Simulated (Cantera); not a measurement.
An adiabatic, constant-pressure homogeneous reactor starts with CO : H2 : O2 : N2 : H2O = 1 : 0.041 : 0.274 : 1.75 : 0.013 (molar parts), at 1725 K and 760 Torr.

Model: GRI-Mech 3.0 (53 species, 325 reactions), integrated in Cantera.

One state of this run: T (K) = 2176; x CO = 0.235; x H2 = 0.00220; x O2 = 0.0254; x NO2 = 2.31e-8; x H2O = 0.00489; x O = 0.0270. x: mole fraction; the columns are a selection and need not sum to one.

Task: Which value of t (s) does it belong to?
A. 0.00600
B. 0.000155
C. 0.00177
D. 0.000524

Result: B, 0.000155
